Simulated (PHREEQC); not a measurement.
Make-up at 25 °C: 0.0073 mol/kgw NH3, 0.0091 mol/kgw Na2SiO3 and 0.28 mol/kgw (CH3)4NCl. Closed to the air; pH follows from the charge balance.

All values are PHREEQC results (ion-association model, wateq4f.dat), not measurements.

### Question
The ionic strength comes out as 0.299 mol/kgw. What activity coefficients do OH-, Cl-, H2SiO4-2, Na+, NH4+ get?

### Answer
OH- 0.67, Cl- 0.68, H2SiO4-2 0.27, Na+ 0.72, NH4+ 0.73.

Precipitation was switched off in this run. (CH3)4N+ isn't in the database: it is added as a free cation with an ion size of 4 Å.
